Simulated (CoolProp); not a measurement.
Vapour pressure (MPa) of c-C4F8 (RC318): the reference equation beside estimates from Tc = 388.4 K, pc = 2.778 MPa, ω = 0.355.

Computed with CoolProp (reference Helmholtz-energy equation of state, Platzer 1990). This equation is an older, rougher fit; its heat capacities, sound speeds and derivatives of the liquid may be far off and weren't checked against measurements.

```
T (K)  reference  van der Waals  Redlich-Kwong  Peng-Robinson
-----  ---------  -------------  -------------  -------------
271.7        [?]         0.5551         0.2417         0.1216
274.2     0.1343         0.5816         0.2610         0.1340
276.7     0.1479         0.6089         0.2814         0.1474
279.3     0.1631         0.6381         0.3038         0.1624
281.8     0.1788         0.6671         0.3265         0.1780
284.3     0.1957            [?]         0.3504         0.1946
286.8     0.2138            [?]         0.3755         0.2125
289.3     0.2332         0.7590         0.4019         0.2316
291.8     0.2538            [?]         0.4295         0.2521
294.3     0.2758         0.8246         0.4585         0.2739
296.9     0.3002         0.8601         0.4900         0.2981
299.4     0.3252         0.8951         0.5217         0.3228
301.9     0.3517         0.9311         0.5549         0.3491
304.4     0.3798         0.9679            [?]            [?]
```

Task: Some entries are withheld; supply them.

Result: 
- 271.7, reference: 0.1217
- 284.3, van der Waals: 0.6969
- 286.8, van der Waals: 0.7275
- 291.8, van der Waals: 0.7914
- 304.4, Redlich-Kwong: 0.5895
- 304.4, Peng-Robinson: 0.3771

Absolute difference from the reference over all 14 rows, mean and median: van der Waals 241.4 and 232.9 %, Redlich-Kwong 75.1 and 74.0 %, Peng-Robinson 0.5 and 0.6 %.
